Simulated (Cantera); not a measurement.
A Cantera script and what it prints.

```python
import numpy as np
import cantera as ct

gas_names = [...]  # 123 gases of nasa_gas.yaml made of C, H, O, Si
cond_names = """
    C(gr) C6H6(L) C7H8(L) C8H18(L),n-octa H2O(s) H2O(L) Si(cr) Si(L) SiC(b) SiO2(Lqz) SiO2(hqz) SiO2(L)
""".split()


# ... load() reads the species with a 1 bar reference pressure and builds the phases ...
atoms = {
    'TEOS': {'Si': 1, 'C': 8, 'H': 20, 'O': 4},
    'O3': {'O': 3},
    'H2': {'H': 2},
}
top_T = {'C(gr)': 4500, 'SiC(b)': 3050}  # K; cautious upper limits of use, not melting points


# ... equilibrate(T, P, feed) seeds the gas with the atoms and calls Mixture.equilibrate('TP', solver="vcs", rtol=1e-11, max_steps=5000) ...
results = []
feed = {'TEOS': 1, 'O3': 0.19, 'H2': 82}  # mol
T = 850  # K
P = 1333.22  # Pa
mix = equilibrate(T, P, feed)
results.append((T, P, feed, dict(zip(mix.species_names, mix.species_moles))))
print(gas.report(threshold=1e-06))
for i in range(1, mix.n_phases):
    print(f"{mix.phase(i).name:16s} {mix.phase_moles(i):12.5e} mol")
```

Output:

```
       temperature   850 K
          pressure   1333.2 Pa
           density   0.00053078 kg/m^3
  mean mol. weight   2.8136 kg/kmol
   phase of matter   gas

                          1 kg             1 kmol
                     ---------------   ---------------
          enthalpy         4.394e+06        1.2363e+07  J
   internal energy        1.8822e+06        5.2958e+06  J
           entropy             71501        2.0118e+05  J/K
    Gibbs function       -5.6382e+07       -1.5864e+08  J
 heat capacity c_p             10721             30165  J/K
 heat capacity c_v            7765.9             21850  J/K

                      mass frac. Y      mole frac. X     chem. pot. / RT
                     ---------------   ---------------   ---------------
               CH4          0.044046         0.0077248           -44.248
                CO           0.24731          0.024842           -48.848
               CO2         0.0027724        0.00017725           -96.388
                H2           0.69144             0.965            -21.47
               H2O          0.014436         0.0022547            -69.01
     [ +118 minor]        5.9342e-08         5.947e-09

C(gr)             4.93448e+00 mol
Si(cr)            0.00000e+00 mol
SiC(b)            0.00000e+00 mol
SiO2(hqz)         1.00000e+00 mol
```

Equilibrium computed with Cantera from the NASA thermochemical tables; the gas is ideal and each condensed phase is pure. The feed counts by its element totals alone.
